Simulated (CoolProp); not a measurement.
Properties of methanol along the isotherm 492.1 K (Tc = 513.4 K, pc = 8216 kPa, ω = 0.565).

Values from CoolProp's reference Helmholtz-energy equation of state, de Reuck 1993.

```json
[
 {"p (kPa)": "6850", "phase": "liquid", "density (kg/m³)": "507.0", "cp (kJ/(kg K))": "6.282", "isothermal compressibility (1/MPa)": "…"},
 {"p (kPa)": "13700", "phase": "liquid", "density (kg/m³)": "…", "cp (kJ/(kg K))": "4.933", "isothermal compressibility (1/MPa)": "0.009107"},
 {"p (kPa)": "20500", "phase": "liquid", "density (kg/m³)": "586.6", "cp (kJ/(kg K))": "…", "isothermal compressibility (1/MPa)": "0.005897"},
 {"p (kPa)": "27400", "phase": "liquid", "density (kg/m³)": "607.4", "cp (kJ/(kg K))": "4.345", "isothermal compressibility (1/MPa)": "0.004396"},
 {"p (kPa)": "34200", "phase": "liquid", "density (kg/m³)": "623.9", "cp (kJ/(kg K))": "…", "isothermal compressibility (1/MPa)": "0.003532"},
 {"p (kPa)": "41100", "phase": "liquid", "density (kg/m³)": "637.9", "cp (kJ/(kg K))": "4.109", "isothermal compressibility (1/MPa)": "0.002954"},
 {"p (kPa)": "47900", "phase": "liquid", "density (kg/m³)": "649.9", "cp (kJ/(kg K))": "4.034", "isothermal compressibility (1/MPa)": "0.002549"},
 {"p (kPa)": "54800", "phase": "liquid", "density (kg/m³)": "…", "cp (kJ/(kg K))": "3.972", "isothermal compressibility (1/MPa)": "0.002242"},
 {"p (kPa)": "61600", "phase": "liquid", "density (kg/m³)": "670.3", "cp (kJ/(kg K))": "3.922", "isothermal compressibility (1/MPa)": "…"},
 {"p (kPa)": "68500", "phase": "liquid", "density (kg/m³)": "679.2", "cp (kJ/(kg K))": "3.878", "isothermal compressibility (1/MPa)": "0.001816"},
 {"p (kPa)": "75300", "phase": "liquid", "density (kg/m³)": "687.3", "cp (kJ/(kg K))": "…", "isothermal compressibility (1/MPa)": "0.001662"},
 {"p (kPa)": "82200", "phase": "liquid", "density (kg/m³)": "694.9", "cp (kJ/(kg K))": "3.809", "isothermal compressibility (1/MPa)": "…"}
]
```

**Question.** What belongs in the gaps?

**Answer.** 
- 6850, isothermal compressibility (1/MPa): 0.02465
- 13700, density (kg/m³): 558.3
- 20500, cp (kJ/(kg K)): 4.555
- 34200, cp (kJ/(kg K)): 4.209
- 54800, density (kg/m³): 660.7
- 61600, isothermal compressibility (1/MPa): 0.002007
- 75300, cp (kJ/(kg K)): 3.841
- 82200, isothermal compressibility (1/MPa): 0.001531
